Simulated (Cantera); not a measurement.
A perfectly stirred reactor is fed with 25.5 % H₂, 15.0 % O₂, 56.4 % N₂, 3.06 % H₂O, at 1.01 bar; it is adiabatic with a 600 K inlet, and is followed from long to short residence time, starting on the burning branch (τ in s: 0.16, 0.062, 0.024, 0.0095, 0.0037, 0.0014, 0.00056, 0.00022, 8.6e-05, 3.3e-05).

Computed with Cantera and the H2/O2 subset of GRI-Mech 3.0, which has no nitrogen chemistry.

Task: Predict: blow-out, bracketed by the residence times tried; x(H₂) at τ = 0.160 s; x(O₂) at τ = 0.160 s; x(O) at τ = 0.160 s; x(H₂O₂) at τ = 0.160 s; x(H) at τ = 0.160 s; x(H₂) at τ = 1.40 ms; x(O₂) at τ = 1.40 ms; x(O) at τ = 1.40 ms; x(H₂O₂) at τ = 1.40 ms; x(H) at τ = 1.40 ms.

Result: 
* **blow-out, bracketed by the residence times tried**: burning at 33.0 µs, the shortest tried
* **x(H₂) at τ = 0.160 s**: 0.00614
* **x(O₂) at τ = 0.160 s**: 0.0258
* **x(O) at τ = 0.160 s**: 0.00121
* **x(H₂O₂) at τ = 0.160 s**: 2.66e-7
* **x(H) at τ = 0.160 s**: 0.00111
* **x(H₂) at τ = 1.40 ms**: 0.0162
* **x(O₂) at τ = 1.40 ms**: 0.0292
* **x(O) at τ = 1.40 ms**: 0.00362
* **x(H₂O₂) at τ = 1.40 ms**: 3.12e-7
* **x(H) at τ = 1.40 ms**: 0.00555
